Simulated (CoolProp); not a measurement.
Vapour-liquid equilibrium of CF4 (R14) (1) + CHF3 (R23) (2) at 0.528 MPa; x and y are mole fractions of (1).

Values from CoolProp's multi-fluid Helmholtz-energy mixture model, Platzer 1990 and Penoncello 2003; pair parameters Bell 2016. This equation is an older, rougher fit; its heat capacities, sound speeds and derivatives of the liquid may be far off and weren't checked against measurements.

```tsv
x	bubble temperature, mixture model (K)	bubble temperature, Raoult's law (K)	y, mixture model	y, Raoult's law
0.05	211.4	219.0	0.452	0.276
0.125	196.3	210.9	0.748	0.533
0.2	188.0	204.4	0.847	0.687
0.275	183.7	199.1	0.887	0.784
0.35	181.3	194.7	0.906	0.847
0.425	179.9	190.9	0.917	0.891
0.5	179.0	187.7	0.924	0.922
0.575	178.3	184.9	0.929	0.944
0.65	177.7	182.4	0.934	0.961
0.725	177.1	180.2	0.941	0.973
0.8	176.3	178.2	0.950	0.983
0.875	175.5	176.4	0.963	0.991
0.95	174.5	174.8	0.982	0.997
```

The largest gap from Raoult's law is -16.4 K in bubble temperature, at x = 0.2. No azeotrope shows between x = 0.05 and 0.95.

The pair parameters rest on a limited set of measurements; away from them the model extrapolates. With so large a gap from Raoult's law the liquid may split in two, which this calculation doesn't test in full.
